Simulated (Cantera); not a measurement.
A Cantera script and what it prints.

```python
import numpy as np
import cantera as ct

gas_names = """
    CL CL2 H HCL H2 Sr SrCL SrCL2
""".split()
cond_names = """
    Sr(a) Sr(b) Sr(L) SrCL2(a) SrCL2(b) SrCL2(L)
""".split()


# ... load() reads the species with a 1 bar reference pressure and builds the phases ...
atoms = {
    'SrCl2': {'Sr': 1, 'CL': 2},
    'H2': {'H': 2},
}
top_T = {}  # K; cautious upper limits of use, not melting points


# ... equilibrate(T, P, feed) seeds the gas with the atoms and calls Mixture.equilibrate('TP', solver="vcs", rtol=1e-11, max_steps=5000) ...
results = []
feed = {'SrCl2': 1, 'H2': 4}  # mol
T = 1400  # K
P = 450  # Pa
mix = equilibrate(T, P, feed)
results.append((T, P, feed, dict(zip(mix.species_names, mix.species_moles))))
print(gas.report(threshold=1e-06))
for i in range(1, mix.n_phases):
    print(f"{mix.phase(i).name:16s} {mix.phase_moles(i):12.5e} mol")
```

Result:

```
       temperature   1400 K
          pressure   450 Pa
           density   0.00019402 kg/m^3
  mean mol. weight   5.0186 kg/kmol
   phase of matter   gas

                          1 kg             1 kmol
                     ---------------   ---------------
          enthalpy        4.9202e+06        2.4693e+07  J
   internal energy        2.6008e+06        1.3052e+07  J
           entropy             45192         2.268e+05  J/K
    Gibbs function       -5.8348e+07       -2.9283e+08  J
 heat capacity c_p            6465.3             32447  J/K
 heat capacity c_v            4808.5             24132  J/K

                      mass frac. Y      mole frac. X     chem. pot. / RT
                     ---------------   ---------------   ---------------
                 H        1.4421e-05        7.1798e-05           -11.914
               HCL         0.0017894        0.00024632           -46.841
                H2           0.39387           0.98049           -23.827
                Sr        0.00051928        2.9743e-05           -23.438
              SrCL         0.0045821        0.00018685           -58.365
             SrCL2           0.59923          0.018971           -93.293
     [   +2 minor]        1.0491e-07        1.4853e-08

Sr(L)             0.00000e+00 mol
SrCL2(L)          9.21735e-01 mol
```

Equilibrium computed with Cantera from the NASA thermochemical tables; the gas is ideal and each condensed phase is pure.
